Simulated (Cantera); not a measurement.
Feed: 1 mol Fe₂O₃, 2 mol CH₄, 7.1 mol H₂, at 64.5 Torr.

Equilibrium computed with Cantera from the NASA thermochemical tables; the gas is ideal and each condensed phase is pure. Candidate condensed phases: C, C₆H₆, C₇H₈, C₈H₁₈, Fe, Fe(CO)₅, FeO, Fe(OH)₂, Fe(OH)₃, Fe₂O₃, Fe₃O₄, H₂O; 114 gas species. Equilibrium is a limit: real reactors are often held back by kinetics, nucleation or transport. All values below are at 2000 K.

Base state: H₂ 0.767, CO 0.149, H₂O 0.0727, H 0.00485, Fe 0.00424, CO₂ 0.00307, OH 4.60e-5 (mole fractions); condensed: Fe(l).

### Question
What changes in the equilibrium state with this change: CH₄ from 2 to 5.2 mol?

### Answer
```
species            before     after
----------------  -------  --------
H₂                  0.767     0.845
CO                  0.149     0.145
H                 0.00485   0.00510
H₂O                0.0727   1.24e-6
Fe                0.00424   0.00424
C₂H₂ (acetylene)    <1e-9  0.000649
CO₂               0.00307   4.65e-8
OH                4.60e-5     <1e-9
Fe(l), mol           1.94      1.91
C(graphite), mol        0      2.17
```
Iron dissolves carbon and melts from about 1420 K in contact with it, which pure phases cannot show. Condensed phases not in the tables: cementite and carbon dissolved in iron.
